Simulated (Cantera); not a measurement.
An isothermal, constant-pressure homogeneous reactor starts with 78.1 % NO, 21.9 % N2, at 1675 K and 13300 Pa.

Computed with Cantera and GRI-Mech 3.0 (53 species, 325 reactions).

x: mole fraction; the columns are a selection and need not sum to one.

```json
[
 {"t (s)": "0.000400", "x NO": "0.781", "x O2": "8.99e-9", "x N2": "0.219", "x NO2": "[?]", "x O": "1.53e-6", "x N2O": "2.25e-6"},
 {"t (s)": "0.00144", "x NO": "0.781", "x O2": "9.67e-8", "x N2": "0.219", "x NO2": "[?]", "x O": "2.70e-6", "x N2O": "7.98e-6"},
 {"t (s)": "0.00517", "x NO": "0.781", "x O2": "1.20e-6", "x N2": "0.219", "x NO2": "[?]", "x O": "3.79e-6", "x N2O": "2.74e-5"},
 {"t (s)": "0.0186", "x NO": "0.781", "x O2": "1.97e-5", "x N2": "0.219", "x NO2": "[?]", "x O": "6.34e-6", "x N2O": "8.38e-5"},
 {"t (s)": "0.0667", "x NO": "0.780", "x O2": "0.000221", "x N2": "0.219", "x NO2": "[?]", "x O": "8.83e-6", "x N2O": "0.000182"},
 {"t (s)": "0.240", "x NO": "0.778", "x O2": "0.00120", "x N2": "0.220", "x NO2": "[?]", "x O": "9.86e-6", "x N2O": "0.000220"},
 {"t (s)": "0.862", "x NO": "0.771", "x O2": "0.00476", "x N2": "0.224", "x NO2": "[?]", "x O": "1.15e-5", "x N2O": "0.000216"},
 {"t (s)": "3.10", "x NO": "0.746", "x O2": "0.0172", "x N2": "0.236", "x NO2": "[?]", "x O": "1.58e-5", "x N2O": "0.000199"},
 {"t (s)": "11.1", "x NO": "0.666", "x O2": "0.0570", "x N2": "0.276", "x NO2": "[?]", "x O": "2.46e-5", "x N2O": "0.000155"},
 {"t (s)": "40.0", "x NO": "0.471", "x O2": "0.155", "x N2": "0.374", "x NO2": "[?]", "x O": "3.82e-5", "x N2O": "7.43e-5"}
]
```

**Question.** What belongs in the gaps?

**Answer.** 
- 0.000400, x NO2: 7.40e-7
- 0.00144, x NO2: 5.50e-6
- 0.00517, x NO2: 2.55e-5
- 0.0186, x NO2: 8.41e-5
- 0.0667, x NO2: 0.000141
- 0.240, x NO2: 0.000160
- 0.862, x NO2: 0.000194
- 3.10, x NO2: 0.000280
- 11.1, x NO2: 0.000422
- 40.0, x NO2: 0.000487
